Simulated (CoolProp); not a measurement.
Vapour-liquid equilibrium of trans-2-butene (1) + acetone (2) at 1.23 MPa; x and y are mole fractions of (1).

The numbers come from the multi-fluid Helmholtz-energy mixture model, Lemmon 2005 and Lemmon 2006; pair parameters Bell 2016 in CoolProp.

| x | bubble temperature (K) | y at the bubble point | dew temperature at overall composition x (K) | liquid density (mol/L) |
|---|---|---|---|---|
| 0.05 | 418.0 | 0.167 | 424.3 | 10.60 |
| 0.15 | 402.8 | 0.417 | 418.9 | 10.60 |
| 0.25 | 391.6 | 0.572 | 413.2 | 10.51 |
| 0.35 | 383.7 | 0.668 | 407.1 | 10.34 |
| 0.45 | 378.2 | 0.733 | 400.5 | 10.13 |
| 0.55 | 374.1 | 0.781 | 393.3 | 9.893 |
| 0.65 | 371.0 | 0.822 | 385.3 | 9.662 |
| 0.75 | 368.3 | 0.862 | 376.7 | 9.451 |
| 0.85 | 365.9 | 0.907 | 369.0 | 9.269 |
| 0.95 | 363.9 | 0.964 | 364.3 | 9.121 |

No azeotrope shows between x = 0.05 and 0.95.

Pair parameters are fitted to limited data, so mixtures are less certain than the pure fluids.
